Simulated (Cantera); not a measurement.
Input: 1 mol CuO, 1.2 mol CH₄, 2.6 mol H₂, held at 4.90 bar.

Equilibrium computed with Cantera from the NASA thermochemical tables; the gas is ideal and each condensed phase is pure. Candidate condensed phases: C, C₆H₆, C₇H₈, C₈H₁₈, Cu, CuO, Cu(OH)₂, Cu₂O, H₂O; 113 gas species. Kinetics and transport are ignored.

Question: Which condensed phases are stable at each of these points (T (K)): 1073, 1223, 1373, 1523, 1673, 1823, 1973, 2123, 2273, 2423?

Answer: 
| T (K) | condensed phases | Cu condensed (%) |
|---|---|---|
| 1073 | Cu(s) | 100.0 |
| 1223 | C(graphite) + Cu(s) | 100.0 |
| 1373 | C(graphite) + Cu(l) | 100.0 |
| 1523 | C(graphite) + Cu(l) | 100.0 |
| 1673 | C(graphite) + Cu(l) | 100.0 |
| 1823 | C(graphite) + Cu(l) | 99.9 |
| 1973 | C(graphite) + Cu(l) | 99.6 |
| 2123 | C(graphite) + Cu(l) | 98.4 |
| 2273 | C(graphite) + Cu(l) | 95.0 |
| 2423 | C(graphite) + Cu(l) | 86.1 |

At 1073 K the condensed part is Cu(s). At 1223 K the condensed part is C(graphite) + Cu(s). From 1373 K to 2423 K the condensed part is C(graphite) + Cu(l).
